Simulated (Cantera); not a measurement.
Mixture: CH4 : O2 : N2 : H2O = 1 : 2.41 : 9.06 : 0.76 (molar parts), equivalence ratio 0.83, at 2100000 Pa, adiabatic and at constant pressure. Ignition delay is the time to a rise of 400 K.

Computed with Cantera and GRI-Mech 3.0 (53 species, 325 reactions). The pressure lies above the range GRI-Mech 3.0 was tuned for (to about 10 atm).

### Question
Predict: delay at 1098 K; delay at 1248 K; delay at 1398 K; delay at 1548 K; delay at 1698 K; apparent activation energy between 1548 and 1698 K.

### Answer
- delay at 1098 K = 7.59 ms
- delay at 1248 K = 1.12 ms
- delay at 1398 K = 0.243 ms
- delay at 1548 K = 63.7 µs
- delay at 1698 K = 18.9 µs
- apparent activation energy between 1548 and 1698 K = 180 kJ/mol
